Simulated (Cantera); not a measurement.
Input (Python, Cantera):

```python
import numpy as np
import cantera as ct

gas = ct.Solution("gri30.yaml")
gas.TPX = 1725, 21000, {'NO': 1, 'N2': 5.6}
inlet = ct.Reservoir(gas, clone=True)

reactor = ct.IdealGasConstPressureReactor(gas, energy="off", clone=False)
exhaust = ct.Reservoir(gas, clone=True)
tau = [9.7, 2.9, 0.84, 0.25, 0.073, 0.021, 0.0063, 0.0018][0]
for a, b in ((inlet, reactor), (reactor, exhaust)):
    ct.MassFlowController(a, b, mdot=lambda t: reactor.mass / tau)
net = ct.ReactorNet([reactor])
show = ['NO', 'N2O', 'O', 'N2', 'O2']

rows = []
print(f"{'tau/s':>10s}{'T/K':>9s}" + "".join(f"{s:>11s}" for s in show))
for tau in [9.7, 2.9, 0.84, 0.25, 0.073, 0.021, 0.0063, 0.0018]:
    net.initial_time = 0.0
    net.advance(30 * tau)
    before = gas.X
    net.advance(40 * tau)
    drift = np.max(np.abs(gas.X - before) / (gas.X + 1e-9))
    rows.append([gas.T, *gas[show].X, drift])
    print(f"{tau:10.3e}{gas.T:9.1f}" + "".join(f"{x:11.3e}" for x in gas[show].X))
```

It prints:

```
     tau/s      T/K         NO        N2O          O         N2         O2
 9.700e+00   1725.0  1.403e-01  7.526e-06  1.091e-05  8.541e-01  5.549e-03
 2.900e+00   1725.0  1.480e-01  8.394e-06  7.527e-06  8.502e-01  1.722e-03
 8.400e-01   1725.0  1.505e-01  8.588e-06  5.980e-06  8.490e-01  4.912e-04
 2.500e-01   1725.0  1.512e-01  8.314e-06  5.285e-06  8.486e-01  1.358e-04
 7.300e-02   1725.0  1.514e-01  7.283e-06  4.535e-06  8.485e-01  3.083e-05
 2.100e-02   1725.0  1.515e-01  5.047e-06  3.024e-06  8.485e-01  3.965e-06
 6.300e-03   1725.0  1.515e-01  2.509e-06  1.318e-06  8.485e-01  2.321e-07
 1.800e-03   1725.0  1.515e-01  8.964e-07  5.094e-07  8.485e-01  1.280e-08
```

Detailed kinetics in Cantera: GRI-Mech 3.0 (53 species, 325 reactions).
